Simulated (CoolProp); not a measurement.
Vapour-liquid equilibrium of isopentane (1) + toluene (2) at 0.0537 MPa; x and y are mole fractions of (1).

Model: multi-fluid Helmholtz-energy mixture model, Lemmon 2006 and Lemmon 2006; pair parameters Bell 2016, in CoolProp.

### Question
Give the bubble temperature and the first vapour's composition at x = 0.05, 0.2, 0.725. Is there an azeotrope?

### Answer
x = 0.05: 346.6 K, y = 0.447; x = 0.2: 317.3 K, y = 0.853; x = 0.725: 289.9 K, y = 0.982. No azeotrope shows between x = 0.05 and 0.95.

The pair parameters rest on a limited set of measurements; away from them the model extrapolates.
